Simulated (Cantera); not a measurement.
Thermodynamics of carbothermic reduction, feed CuO + C + CO

Charge: 1 mol CuO, 4.6 mol C, 2.6 mol CO, at 750 Torr.

Method: chemical equilibrium by Gibbs-energy minimisation in Cantera with the NASA 1993 tables (ideal gas, pure condensed phases). Candidate condensed phases: C, Cu, CuO, Cu2O; 15 gas species. Kinetics and transport are ignored.

From 1998 K to 2498 K the condensed part is C(graphite) + Cu(l). At 2598 K the condensed part is C(graphite). The main Cu-bearing gas is Cu throughout. The share of Cu in condensed phases is highest at 1998 K (98.5 %) and lowest at 2598 K (0.0 %).

```
T (K)  log p CO  log p Cu  log p Cu2  log p CO2  log p C3  log p C  n C(graphite)  n Cu(l)
-----  --------  --------  ---------  ---------  --------  -------  -------------  -------
1998       0.00     -2.37      -4.76      -4.59    -10.58   -10.54           3.60    0.985
2098       0.00     -1.99      -4.24      -4.79     -9.56    -9.64           3.60    0.962
2198      -0.01     -1.64      -3.76      -4.98     -8.63    -8.83           3.60    0.915
2298      -0.02     -1.32      -3.33      -5.17     -7.79    -8.09           3.60    0.817
2398      -0.04     -1.03      -2.94      -5.36     -7.02    -7.41           3.60    0.624
2498      -0.08     -0.77      -2.58      -5.57     -6.32    -6.79           3.60    0.237
2598      -0.11     -0.67      -2.55      -5.74     -5.67    -6.22           3.60        0
```
log p: log10 of the partial pressure in bar; n: condensed amount in mol.
